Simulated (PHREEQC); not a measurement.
A PHREEQC speciation (ion-association model, phreeqc.dat) at 25 °C gives pH 3.01 and these molalities:

```tsv
species	mol/kgw
SO4-2	0.185
MnSO4	0.153
Mn+2	0.137
Na+	0.119
NaSO4-	0.0209
HSO4-	0.00411
H+	0.00129
```

What are the element totals, and what could have been dissolved in 1 kg of water to give them?

This is not unique; one that fits is totals Mn(2) 0.290, Na 0.140, S(6) 0.363 mol/kgw, from 0.0027 mol H2SO4, 0.29 mol MnSO4 and 0.07 mol Na2SO4 per kg of water.

No solid was allowed to form. Caution: at this ionic strength the ion-association model is outside its range; a Pitzer model would be the better tool where its parameters exist.
